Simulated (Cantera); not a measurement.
Feed: 1 mol B2O3, 0.33 mol NH3, equilibrated at 10.0 mbar.

Equilibrium computed with Cantera from the NASA thermochemical tables; the gas is ideal and each condensed phase is pure. Candidate condensed phases: B, BN, B2O3, B3O3H3, H2O; 39 gas species. Mutual solubility and eutectic melting of coexisting phases are not modelled. Rates play no part.

Task: Which condensed phases are stable at each of these points (T (K)): 1123, 1223, 1323, 1423, 1523, 1623, 1723, 1823?

Result: 
```
T (K)  condensed phases  B condensed (%)
-----  ----------------  ---------------
1123    BN(s) + B2O3(l)            100.0
1223    BN(s) + B2O3(l)            100.0
1323    BN(s) + B2O3(l)            100.0
1423    BN(s) + B2O3(l)             99.8
1523    BN(s) + B2O3(l)             99.3
1623            B2O3(l)             97.1
1723            B2O3(l)             86.8
1823            B2O3(l)             11.2
```

From 1123 K to 1523 K the condensed part is BN(s) + B2O3(l). From 1623 K to 1823 K the condensed part is B2O3(l).
